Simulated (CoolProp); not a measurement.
Vapour-liquid equilibrium of CH2F2 (R32) (1) + R142b (2) at 0.708 MPa; x and y are mole fractions of (1).

Computed with CoolProp (multi-fluid Helmholtz-energy mixture model, Tillner-Roth 1997 and Lemmon 2006; pair parameters Bell 2016).

```
x     bubble temperature (°C)  y at the bubble point  dew temperature at overall composition x (°C)  liquid density (mol/L)
----  -----------------------  ---------------------  ---------------------------------------------  ----------------------
0.05                     45.1                  0.172                                           49.7                   10.74
0.2                      29.2                  0.524                                           44.0                   11.92
0.35                     17.9                  0.712                                           37.6                   13.13
0.5                      10.2                  0.817                                           30.4                   14.44
0.65                      4.7                  0.884                                           22.0                   15.90
0.8                       0.5                  0.934                                           11.5                   17.62
0.95                     -3.1                  0.983                                           -0.7                   19.74
```

No azeotrope shows between x = 0.05 and 0.95.

The pair parameters rest on a limited set of measurements; away from them the model extrapolates.
